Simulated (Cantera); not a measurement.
Charge: 1 mol SiHCl3, 12 mol NH3, held at 0.410 bar.

Equilibrium computed with Cantera from the NASA thermochemical tables; the gas is ideal and each condensed phase is pure. Candidate condensed phases: NH4Cl, Si, Si3N4; 28 gas species. Rates play no part.

At 627 °C, list the 4 most abundant gas species with their mole fractions, and the condensed phases.

H2 0.672, N2 0.211, HCl 0.117, SiCl4 0.000408. Condensed: Si3N4(s).
